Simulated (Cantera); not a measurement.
Input: 1 mol CaCl2, 0.61 mol H2, held at 948.15 K and 0.00233 Torr.

Method: chemical equilibrium by Gibbs-energy minimisation in Cantera with the NASA 1993 tables (ideal gas, pure condensed phases). Candidate condensed phases: Ca, CaCl2; 9 gas species. Equilibrium is a limit: real reactors are often held back by kinetics, nucleation or transport.

### Question
What is the equilibrium state?

### Answer
- x(H2): 0.999
- x(CaCl2): 0.000907
- x(HCl): 1.82e-6
- n(CaCl2(s)): 0.999 mol
- gas amount: 0.6106 mol
- log10 activity of Ca(s) (absent): -7.67
